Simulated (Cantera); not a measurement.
An isothermal, constant-pressure homogeneous reactor starts with 27.9 % H2, 64.9 % O2, 7.14 % N2, equivalence ratio 0.21, at 1350 K and 1.05 Torr.

Cantera simulation using GRI-Mech 3.0 (53 species, 325 reactions); the numbers are that mechanism's predictions, not measurements. Radical loss at walls, strong at low pressure, is not modelled. The temperature is held fixed by assumption; the heat of reaction is taken as removed at once.

x: mole fraction; the columns are a selection and need not sum to one.

```
t (s)         x H2   x O2       x O       x H    x H2O2
--------  --------  -----  --------  --------  --------
1.00e-6      0.279  0.649    <1e-12  2.17e-10    <1e-12
4.12e-6      0.279  0.649  5.46e-12  8.90e-10    <1e-12
1.70e-5      0.279  0.649  9.04e-11   3.61e-9    <1e-12
7.02e-5      0.279  0.649   1.39e-9   1.42e-8  4.11e-12
0.000289     0.279  0.649   1.85e-8   6.21e-8  6.95e-11
0.00119      0.279  0.649   4.66e-7   1.01e-6       ___
0.00492      0.248  0.632   0.00709    0.0147       ___
0.0203      0.0185  0.494    0.0942     0.103   3.04e-8
0.0838      0.0182  0.498    0.0907    0.0979   3.13e-8
0.346       0.0164  0.512    0.0773    0.0782       ___
1.43       0.00925  0.553    0.0378    0.0276       ___
5.88      0.000999  0.588   0.00379  0.000883       ___
24.2       5.82e-5  0.592  0.000220   1.23e-5       ___
100        6.78e-6  0.592   2.56e-5   4.89e-7       ___
```

### Question
Complete the blanks.

### Answer

- 0.00119, x H2O2: 1.15e-9
- 0.00492, x H2O2: 7.72e-9
- 0.346, x H2O2: 3.49e-8
- 1.43, x H2O2: 4.20e-8
- 5.88, x H2O2: 2.22e-8
- 24.2, x H2O2: 4.89e-9
- 100, x H2O2: 1.25e-9
